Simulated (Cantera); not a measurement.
A perfectly stirred reactor is fed with CH₃OH : O₂ : N₂ = 0.0068 : 0.023 : 1 (molar parts), at 3750 Torr; it is held at 1550 K, and followed from long to short residence time.

Cantera simulation using GRI-Mech 3.0 (53 species, 325 reactions); the numbers are that mechanism's predictions, not measurements. GRI-Mech 3.0 was tuned for natural gas; its chemistry of methanol as a main component is partial and can be far from experiment.

**Question.** What does this change do: pressure from 3750 Torr to 11300 Torr?

**Answer.** 
```
quantity                   before    after
-----------------------  --------  -------
x(CH₃OH) at τ = 8.20 s    6.14e-8  3.58e-8
x(O₂) at τ = 8.20 s        0.0124   0.0124
x(H₂O₂) at τ = 8.20 s     2.22e-9  2.33e-9
x(HO₂) at τ = 8.20 s      4.86e-8  4.09e-8
x(OH) at τ = 8.20 s       2.28e-5  1.33e-5
x(CH₃OH) at τ = 33.0 ms   2.77e-6  2.42e-6
x(O₂) at τ = 33.0 ms       0.0124   0.0124
x(H₂O₂) at τ = 33.0 ms    3.55e-8  2.63e-8
x(HO₂) at τ = 33.0 ms     1.68e-6  1.46e-6
x(OH) at τ = 33.0 ms     0.000102  4.44e-5
```
The pressure lies above the range GRI-Mech 3.0 was tuned for (to about 10 atm).
